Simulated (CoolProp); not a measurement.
Propylene along the isobar 388 kPa: Z from the reference equation and from simpler models built on Tc = 364.2 K, pc = 4555 kPa, ω = 0.146; each cubic takes its own stable root.

Values from CoolProp's reference Helmholtz-energy equation of state, Lemmon 2013.

```json
[
 {"T (K)": "250.2", "phase": "liquid", "reference": "0.01357"},
 {"T (K)": "258.2", "phase": "liquid", "reference": "0.01340"},
 {"T (K)": "266.2", "phase": "gas", "reference": "0.9152"},
 {"T (K)": "274.2", "phase": "gas", "reference": "0.9237"},
 {"T (K)": "282.1", "phase": "gas", "reference": "0.9308"},
 {"T (K)": "290.1", "phase": "gas", "reference": "0.9372"},
 {"T (K)": "298.1", "phase": "gas", "reference": "0.9427"},
 {"T (K)": "306.1", "phase": "gas", "reference": "0.9475"},
 {"T (K)": "314.1", "phase": "gas", "reference": "0.9518"},
 {"T (K)": "322", "phase": "gas", "reference": "0.9556"},
 {"T (K)": "330", "phase": "gas", "reference": "0.9590"},
 {"T (K)": "338", "phase": "gas", "reference": "0.9621"},
 {"T (K)": "346", "phase": "gas", "reference": "0.9648"},
 {"T (K)": "354", "phase": "gas", "reference": "0.9673"}
]
```

Task: How far does each simpler model (van der Waals, Redlich-Kwong, Soave-Redlich-Kwong) lie from the reference over these 14 states: mean and median of the absolute difference, and the worst?

Result: 
- van der Waals: mean 980.5 %, median 1.5 %, worst +6916.4 % at 258.2 K and 388 kPa
- Redlich-Kwong: mean 483.7 %, median 0.4 %, worst +6757.5 % at 258.2 K and 388 kPa
- Soave-Redlich-Kwong: mean 1.2 %, median 0.2 %, worst +7.2 % at 258.2 K and 388 kPa

At some of these states van der Waals, Redlich-Kwong gives the other phase, because its saturation line lies elsewhere.
